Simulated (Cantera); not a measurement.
Silicon nitride deposition: SiCl₄ + NH₃ + N₂

Input: 1 mol SiCl₄, 0.7 mol NH₃, 1.3 mol N₂, at 6300 Pa.

These are equilibrium values from Cantera (NASA tables, ideal gas, pure condensed phases), not measurements of a reactor. Candidate condensed phases: NH₄Cl, Si, Si₃N₄; 28 gas species. The tables' values for SiCl₃ are old estimates; treat these amounts as uncertain. Kinetics and transport are ignored.

From 873 K to 1373 K the condensed part is Si₃N₄(s). The main Si-bearing gas is SiCl₄ throughout. The share of Si in condensed phases is highest at 1223 K (32.8 %) and lowest at 873 K (28.1 %).

```tsv
T (K)	x N₂	x HCl	x SiCl₄	x H₂	x SiCl₃	x SiCl₂	x SiHCl₃	n Si₃N₄(s)
873	0.386	0.296	0.189	0.129	5.23e-6	8.49e-9	0.000176	0.0935
923	0.383	0.307	0.186	0.123	1.80e-5	6.98e-8	0.000266	0.0970
973	0.382	0.317	0.184	0.118	5.43e-5	4.60e-7	0.000384	0.100
1023	0.380	0.325	0.181	0.113	0.000147	2.52e-6	0.000535	0.103
1073	0.378	0.333	0.179	0.109	0.000362	1.17e-5	0.000720	0.105
1123	0.377	0.339	0.176	0.106	0.000819	4.73e-5	0.000942	0.107
1173	0.376	0.345	0.174	0.102	0.00173	0.000169	0.00120	0.109
1223	0.375	0.350	0.171	0.0994	0.00340	0.000541	0.00150	0.109
1273	0.374	0.353	0.166	0.0968	0.00631	0.00157	0.00182	0.109
1323	0.374	0.355	0.159	0.0944	0.0110	0.00416	0.00215	0.107
1373	0.373	0.355	0.149	0.0924	0.0180	0.0101	0.00245	0.101
```
x: gas mole fraction; n: condensed amount in mol.
